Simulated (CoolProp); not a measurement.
Vapour-liquid equilibrium of R114 (1) + n-pentane (2) at 11.65 °C; x and y are mole fractions of (1).

Values from CoolProp's multi-fluid Helmholtz-energy mixture model, Platzer 1990 and Thol 2019; pair parameters Bell 2016. This equation is an older, rougher fit; its heat capacities, sound speeds and derivatives of the liquid may be far off and weren't checked against measurements.

| x | bubble pressure, mixture model (MPa) | bubble pressure, Raoult's law (MPa) | y, mixture model | y, Raoult's law |
|---|---|---|---|---|
| 0.05 | [?] | 0.04532 | 0.225 | 0.150 |
| 0.15 | [?] | 0.05491 | 0.468 | 0.373 |
| 0.25 | 0.07979 | 0.06450 | 0.598 | 0.529 |
| 0.35 | [?] | 0.07409 | 0.681 | 0.644 |
| 0.45 | 0.1000 | 0.08368 | [?] | 0.734 |
| 0.55 | 0.1080 | 0.09327 | 0.790 | 0.804 |
| 0.65 | 0.1150 | 0.1029 | 0.834 | 0.862 |
| 0.75 | 0.1215 | 0.1124 | [?] | 0.910 |
| 0.85 | [?] | 0.1220 | 0.920 | 0.950 |
| 0.95 | 0.1336 | 0.1316 | 0.971 | 0.985 |

Task: Complete the blanks.

Result: 
- 0.05, bubble pressure, mixture model (MPa): 0.05004
- 0.15, bubble pressure, mixture model (MPa): 0.06642
- 0.35, bubble pressure, mixture model (MPa): 0.09080
- 0.45, y, mixture model: 0.742
- 0.75, y, mixture model: 0.876
- 0.85, bubble pressure, mixture model (MPa): 0.1277

The largest gap from Raoult's law is +23.7 % in bubble pressure, at x = 0.25. No azeotrope shows between x = 0.05 and 0.95.

Pair parameters are fitted to limited data, so mixtures are less certain than the pure fluids.
